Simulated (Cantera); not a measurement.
Cantera run:

```python
import numpy as np
import cantera as ct

gas_names = [...]  # 113 gases of nasa_gas.yaml made of C, Cu, H, O
cond_names = """
    C(gr) C6H6(L) C7H8(L) C8H18(L),n-octa Cu(cr) Cu(L) CuO(s) CuO2H2(s) Cu2O(s) Cu2O(L) H2O(s) H2O(L)
""".split()


# ... load() reads the species with a 1 bar reference pressure and builds the phases ...
atoms = {
    'Cu': {'Cu': 1},
    'CO2': {'C': 1, 'O': 2},
    'H2': {'H': 2},
}
top_T = {'C(gr)': 4500, 'CuO(s)': 1390}  # K; cautious upper limits of use, not melting points


# ... equilibrate(T, P, feed) seeds the gas with the atoms and calls Mixture.equilibrate('TP', solver="vcs", rtol=1e-11, max_steps=5000) ...
results = []
T = 1425  # K
P = 1333.22  # Pa
for m in [35, 47, 63, 84, 110, 150, 200]:
    feed = {'Cu': 1, 'CO2': 0.71, 'H2': m}  # mol
    mix = equilibrate(T, P, feed)
    results.append((T, P, feed, dict(zip(mix.species_names, mix.species_moles))))
    x = sorted(zip(gas.X, gas.species_names), reverse=True)
    print(f"T = {T:g} K  P = {P:g} Pa  n(H2) = {m:g} mol  gas = {mix.phase_moles(0):.4g} mol")
    print("   x: " + "  ".join(f"{s} {v:.3e}" for v, s in x if v > 1e-06))
    print("   condensed (mol): " + ("  ".join(f"{mix.phase(i).name} {mix.phase_moles(i):.4g}"
          for i in range(1, mix.n_phases) if mix.phase_moles(i) > 1e-12) or "none"))
```

Output:

```
T = 1425 K  P = 1333.22 Pa  n(H2) = 35 mol  gas = 35.72 mol
   x: H2 9.602e-01  CO 1.970e-02  H2O 1.970e-02  CO2 1.777e-04  Cu 1.629e-04  H 5.789e-05
   condensed (mol): Cu(L) 0.9942
T = 1425 K  P = 1333.22 Pa  n(H2) = 47 mol  gas = 47.72 mol
   x: H2 9.701e-01  CO 1.478e-02  H2O 1.478e-02  Cu 1.629e-04  CO2 9.899e-05  H 5.819e-05
   condensed (mol): Cu(L) 0.9922
T = 1425 K  P = 1333.22 Pa  n(H2) = 63 mol  gas = 63.72 mol
   x: H2 9.775e-01  CO 1.109e-02  H2O 1.109e-02  Cu 1.629e-04  H 5.841e-05  CO2 5.528e-05
   condensed (mol): Cu(L) 0.9896
T = 1425 K  P = 1333.22 Pa  n(H2) = 84 mol  gas = 84.73 mol
   x: H2 9.830e-01  CO 8.349e-03  H2O 8.349e-03  Cu 1.629e-04  H 5.858e-05  CO2 3.117e-05
   condensed (mol): Cu(L) 0.9862
T = 1425 K  P = 1333.22 Pa  n(H2) = 110 mol  gas = 110.7 mol
   x: H2 9.870e-01  CO 6.394e-03  H2O 6.394e-03  Cu 1.629e-04  H 5.869e-05  CO2 1.821e-05
   condensed (mol): Cu(L) 0.982
T = 1425 K  P = 1333.22 Pa  n(H2) = 150 mol  gas = 150.7 mol
   x: H2 9.904e-01  CO 4.700e-03  H2O 4.700e-03  Cu 1.629e-04  H 5.879e-05  CO2 9.808e-06
   condensed (mol): Cu(L) 0.9754
T = 1425 K  P = 1333.22 Pa  n(H2) = 200 mol  gas = 200.7 mol
   x: H2 9.927e-01  CO 3.531e-03  H2O 3.531e-03  Cu 1.629e-04  H 5.886e-05  CO2 5.522e-06
   condensed (mol): Cu(L) 0.9673
```

Cantera equilibrium calculation (NASA polynomials, part measured and part estimated; ideal gas, pure solids and liquids).
